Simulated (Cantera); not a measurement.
Cantera run:

```python
import numpy as np
import cantera as ct

gas_names = """
    C CN CO CO2 C2 CCN CNC C2N2 C2O C3 C3O2 C4 C4N2 C5 N NCO NO NO2 NO3 N2 N2O O O2 O3 Si SiC SiC2 SiN
    SiO SiO2 Si2 Si2C Si2N Si3
""".split()
cond_names = """
    C(gr) Si(cr) Si(L) SiC(b) SiO2(Lqz) SiO2(hqz) SiO2(L) Si2N2O(s) Si3N4(a)
""".split()


# ... load() reads the species with a 1 bar reference pressure and builds the phases ...
atoms = {
    'SiC': {'Si': 1, 'C': 1},
    'O2': {'O': 2},
    'N2': {'N': 2},
}
top_T = {'C(gr)': 4500, 'SiC(b)': 3050, 'Si2N2O(s)': 2100, 'Si3N4(a)': 2400}  # K; cautious upper limits of use, not melting points


# ... equilibrate(T, P, feed) seeds the gas with the atoms and calls Mixture.equilibrate('TP', solver="vcs", rtol=1e-11, max_steps=5000) ...
results = []
feed = {'SiC': 1, 'O2': 0.073, 'N2': 3.4}  # mol
T = 1350  # K
P = 133.322  # Pa
mix = equilibrate(T, P, feed)
results.append((T, P, feed, dict(zip(mix.species_names, mix.species_moles))))
print(gas.report(threshold=1e-06))
for i in range(1, mix.n_phases):
    print(f"{mix.phase(i).name:16s} {mix.phase_moles(i):12.5e} mol")
```

Result:

```
       temperature   1350 K
          pressure   133.32 Pa
           density   0.00033274 kg/m^3
  mean mol. weight   28.014 kg/kmol
   phase of matter   gas

                          1 kg             1 kmol
                     ---------------   ---------------
          enthalpy         1.169e+06        3.2748e+07  J
   internal energy        7.6832e+05        2.1524e+07  J
           entropy             10477        2.9351e+05  J/K
    Gibbs function       -1.2975e+07       -3.6349e+08  J
 heat capacity c_p            1222.5             34246  J/K
 heat capacity c_v            925.66             25932  J/K

                      mass frac. Y      mole frac. X     chem. pot. / RT
                     ---------------   ---------------   ---------------
                CO         0.0040246         0.0040251           -48.425
                N2           0.99597           0.99597           -32.318
               SiO        6.1676e-06        3.9193e-06           -56.328
     [  +31 minor]        1.1947e-09        9.5018e-10

C(gr)             2.52375e-01 mol
Si(cr)            0.00000e+00 mol
SiC(b)            7.34421e-01 mol
SiO2(hqz)         0.00000e+00 mol
Si2N2O(s)         1.32783e-01 mol
Si3N4(a)          0.00000e+00 mol
```

These are equilibrium values from Cantera (NASA tables, ideal gas, pure condensed phases), not measurements of a reactor. N2 is the only nitrogen source here; it is nearly inert below about 1500 K, so the nitride shown seldom forms there in practice. Mutual solubility and eutectic melting of coexisting phases are not modelled.
